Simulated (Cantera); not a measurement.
An isothermal, constant-pressure homogeneous reactor starts with 4.76 % C2H4, 95.2 % H2, at 1250 K and 20.0 Torr.

Detailed kinetics in Cantera: GRI-Mech 3.0 (53 species, 325 reactions). GRI-Mech 3.0 was tuned for natural gas; its chemistry of ethylene as a main component is partial and can be far from experiment. GRI-Mech 3.0 stops at C3 and has no aromatics, soot or wall deposition, so with more carbon than oxygen in the feed, carbon stays in small species such as C2H2 where larger ones or solid carbon would form. Radical loss at walls, strong at low pressure, is not modelled.

Q: Predict: x(C2H4) at 10.0 s; x(H2) at 10.0 s; x(CH4) at 10.0 s; x(C2H6) at 10.0 s; x(H) at 10.0 s; x(CH3) at 10.0 s.

A: 
```
Item                                                Result
-----------------  ---------------------------------------
x(C2H4) at 10.0 s  0.00765 (gas-phase equilibrium 0.00210)
x(H2) at 10.0 s        0.953 (gas-phase equilibrium 0.920)
x(CH4) at 10.0 s    0.00165 (gas-phase equilibrium 0.0625)
x(C2H6) at 10.0 s  1.42e-5 (gas-phase equilibrium 4.40e-6)
x(H) at 10.0 s     8.74e-6 (gas-phase equilibrium 2.86e-6)
x(CH3) at 10.0 s   2.99e-7 (gas-phase equilibrium 3.76e-6)
```
